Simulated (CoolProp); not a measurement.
Vapour pressure (kPa) of chlorine: the reference equation beside estimates from Tc = 143.7 °C, pc = 7642 kPa, ω = 0.070.

The numbers come from the reference Helmholtz-energy equation of state, Thol 2021 in CoolProp.

```tsv
T (°C)	reference	Lee-Kesler	van der Waals	Soave-Redlich-Kwong
-33.15	105.0	107.7	520.9	…
-26.95	136.6	139.5	605.7	138.9
-20.75	…	…	699.5	177.6
-14.55	221.8	224.8	802.7	224.1
-8.25	278.3	281.3	917.6	280.4
-2.05	344.0	346.7	1041	345.8
4.15	420.8	423.1	1175	422.3
10.35	510.0	…	1320	510.8
16.55	612.4	612.9	1476	612.5
```

Question: What belongs in the gaps?

Answer: 
- -33.15, Soave-Redlich-Kwong: 107.2
- -20.75, reference: 175.2
- -20.75, Lee-Kesler: 178.2
- 10.35, Lee-Kesler: 511.5

Absolute difference from the reference over all 9 rows, mean and median: Lee-Kesler 1.2 and 1.1 %, van der Waals 245.8 and 229.7 %, Soave-Redlich-Kwong 0.9 and 0.8 %.
